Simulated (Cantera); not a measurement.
Feed: 1 mol NaCl, 0.03 mol HF, 4.3 mol H2, held at 0.0620 bar.

Method: chemical equilibrium by Gibbs-energy minimisation in Cantera with the NASA 1993 tables (ideal gas, pure condensed phases). Candidate condensed phases: Na, NaCl, NaF; 23 gas species. Equilibrium is a limit: real reactors are often held back by kinetics, nucleation or transport. All values below are at 1525 K.

Base state: H2 0.805, NaCl 0.175, HCl 0.00535, HF 0.00499, Na 0.00470, Na2Cl2 0.00354, NaF 0.000646, H 8.53e-5 (mole fractions); condensed: gas only.

**Question.** What changes in the equilibrium state with this change: HF from 0.03 to 0.35 mol?

**Answer.** 
| species | before | after |
|---|---|---|
| H2 | 0.805 | 0.761 |
| NaCl | 0.175 | 0.163 |
| HF | 0.00499 | 0.0572 |
| Na2F2 | 1.03e-6 | 5.56e-5 |
| NaF | 0.000646 | 0.00475 |
